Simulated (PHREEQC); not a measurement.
A solution holds 0.51 mol/kgw NH4Br, at 25 °C. Closed to the air; pH follows from the charge balance.

Equilibrium calculation in PHREEQC: ion-association model, wateq4f.dat.

Precipitation was switched off in this run.

Problem. What pH does the model give?

Solution. pH 4.89.
